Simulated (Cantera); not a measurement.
An adiabatic, constant-pressure homogeneous reactor starts with H₂ : O₂ : N₂ : H₂O = 1 : 0.333 : 1.25 : 0.073 (molar parts), equivalence ratio 1.5, at 1023 K and 7500 Torr.

Cantera simulation using the H2/O2 subset of GRI-Mech 3.0, which has no nitrogen chemistry; the numbers are that mechanism's predictions, not measurements. The hydrogen kinetics of GRI-Mech 3.0 are dated; newer H2 mechanisms differ, most at raised pressure.

Q: Predict: time of steepest temperature rise; temperature at 0.800 s; equilibrium temperature; x(H₂) at 0.800 s; x(O₂) at 0.800 s; x(H₂O) at 0.800 s; x(O) at 0.800 s; x(H) at 0.800 s; x(OH) at 0.800 s; x(HO₂) at 0.800 s.

A: 
```
Item                                                                  Result
---------------------------------  -----------------------------------------
time of steepest temperature rise                                    4.67 ms
temperature at 0.800 s                                                2728 K
equilibrium temperature                                               2728 K
x(H₂) at 0.800 s                         0.142 (gas-phase equilibrium 0.142)
x(O₂) at 0.800 s                   0.000131 (gas-phase equilibrium 0.000131)
x(H₂O) at 0.800 s                        0.311 (gas-phase equilibrium 0.311)
x(O) at 0.800 s                    0.000148 (gas-phase equilibrium 0.000148)
x(H) at 0.800 s                      0.00757 (gas-phase equilibrium 0.00757)
x(OH) at 0.800 s                     0.00437 (gas-phase equilibrium 0.00437)
x(HO₂) at 0.800 s                    3.05e-7 (gas-phase equilibrium 3.05e-7)
```
